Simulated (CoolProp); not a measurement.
A simple Rankine cycle with c-C4F8 (RC318): condensing at 313.15 K, boiler at 1.44 MPa, turbine inlet 361.1 K, turbine efficiency 0.6, pump efficiency 0.8, no recuperator. Each further row changes one setting.

Model: reference Helmholtz-energy equation of state, Platzer 1990, in CoolProp. This equation is an older, rougher fit; its heat capacities, sound speeds and derivatives of the liquid may be far off and weren't checked against measurements.

```
case                             thermal efficiency (%)  net work (kJ/kg)  heat in (kJ/kg)  turbine exit temperature (K)  volume ratio over the turbine
-------------------------------  ----------------------  ----------------  ---------------  ----------------------------  -----------------------------
as stated                                           5.3              6.74              127                         339.5                           3.50
turbine inlet 381.1 K                               5.2              7.63              148                         362.0                           3.29
condensing temperature 305.15 K                     6.2              8.42              136                         336.2                           4.48
boiler pressure 1.01 MPa                            3.8              5.03              134                         348.9                           2.20
turbine efficiency 0.5                              4.3              5.48              127                         341.0                           3.52
```
